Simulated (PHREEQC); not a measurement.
1 kg of water holding 0.008 mol NaCl and 0.012 mol K2SO4 is evaporated at 40 °C; the solids stay in contact with the brine. CO2 from the air is kept out. Only these solids could form: Arcanite, Glaserite, Halite, Mirabilite, Misenite, Sylvite, Thenardite.

The series has 28 steps of water left (kg), from 1 to 0.005012.

Model: Pitzer model, pitzer.dat, run in PHREEQC.

Q: Which solids form, in which order, and at which step of the series does each first stand?

A: Arcanite from water left = 0.01337 kg; Glaserite from water left = 0.006093 kg.

Complexes and solids missing from the database can't appear. Constants without temperature data keep their 25 °C values here.
